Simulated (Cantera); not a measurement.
Feed: 1 mol HI, 9.6 mol H2, equilibrated at 0.320 bar.

Equilibrium computed with Cantera from the NASA thermochemical tables; the gas is ideal and each condensed phase is pure. Candidate condensed phases: I2; 5 gas species. The numbers say what is thermodynamically allowed, not how fast it happens.

log p: log10 of the partial pressure in bar; nothing condenses.

```
T (°C)  log p H2  log p I     log p H    log p HI
------  --------  -------  ----------  ----------
1400       -0.54    -1.81       -4.21       -1.86
1475       -0.54    -1.76       -3.91       -1.93
1550       -0.54    -1.72       -3.63       -1.99
1625       -0.54    -1.69       -3.38       -2.06
1700       -0.54    -1.67  (withheld)  (withheld)
1775       -0.54    -1.65       -2.92       -2.19
1850       -0.54    -1.63       -2.71       -2.25
1925       -0.54    -1.62       -2.52       -2.31
2000       -0.54    -1.61       -2.35       -2.37
2075       -0.55    -1.60       -2.18       -2.43
2150       -0.55    -1.60       -2.03       -2.49
2225       -0.56    -1.59  (withheld)       -2.54
2300       -0.56    -1.59       -1.75       -2.59
```

**Question.** What belongs in the gaps?

**Answer.** 
- 2225, log p H: -1.88
- 1700, log p H: -3.14
- 1700, log p HI: -2.12
